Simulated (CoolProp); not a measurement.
A simple Rankine cycle with cyclohexane: condensing at 327.15 K, boiler at 1.23 MPa, turbine inlet 482.7 K, turbine efficiency 0.9, pump efficiency 0.6, no recuperator. Each further row changes one setting.

Model: reference Helmholtz-energy equation of state, Zhou 2014, in CoolProp.

| case | thermal efficiency (%) | net work (kJ/kg) | heat in (kJ/kg) | turbine exit temperature (K) | volume ratio over the turbine |
|---|---|---|---|---|---|
| as stated | 19.4 | 121 | 625 | 406.7 | 30.2 |
| turbine inlet 502.7 K | 19.1 | 128 | 673 | 428.6 | ? |
| condensing temperature 319.15 K | 20.5 | 131 | 641 | ? | 40.1 |
| boiler pressure 0.861 MPa | 17.7 | 112 | 636 | ? | ? |
| turbine efficiency 0.8 | 17.2 | 107 | 625 | 414.2 | 30.7 |

Question: What belongs in the gaps?

Answer: 
- turbine inlet 502.7 K, volume ratio over the turbine: 29.5
- condensing temperature 319.15 K, turbine exit temperature (K): 400.8
- boiler pressure 0.861 MPa, turbine exit temperature (K): 417.5
- boiler pressure 0.861 MPa, volume ratio over the turbine: 20.1
